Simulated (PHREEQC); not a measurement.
CaCl2 is added in steps, without added water, to 1 kg of water holding 0.15 mol/kgw AgNO3, 3e-05 mol/kgw KNO3 and 0.0039 mol/kgw Cu(NO3)2, at 32 °C. Oxygen alone is held at its pressure in air (log pO2 = -0.68). CO2 from the air is kept out. Only these solids could form: Portlandite, Cu(OH)2, Atacamite, Cu2(OH)3NO3, Cerargyrite, Ag2O.

Base run: PHREEQC, ion-association model, wateq4f.dat. Each further column changes one thing. The table gives pH.

```tsv
CaCl2 added (mol)	base	diluted 5-fold with water	Cu(NO3)2 left out	KNO3 left out	no solid may form
0	5.00	5.36	6.49	5.00	5.00
0.036	5.02	5.21	6.60	5.02	5.02
0.072	5.03	5.16	6.79	5.03	5.04
0.108	4.79	5.14	6.80	4.79	5.06
0.132	4.75	5.14	6.79	4.75	5.08
0.168	4.72	5.14	6.78	4.72	5.11
0.204	4.70	5.14	6.77	4.70	5.14
0.24	4.70	5.14	6.75	4.70	5.18
```

The ionic strength passes 0.7 mol/kgw, the rough limit of the ion-association models, in part of: base; diluted 5-fold with water; Cu(NO3)2 left out; KNO3 left out; no solid may form. In at least one series the solution becomes supersaturated in solids that the run did not let form, among them Atacamite, Cerargyrite. Solids allowed in the column 'Cu(NO3)2 left out': Portlandite, Cerargyrite, Ag2O.
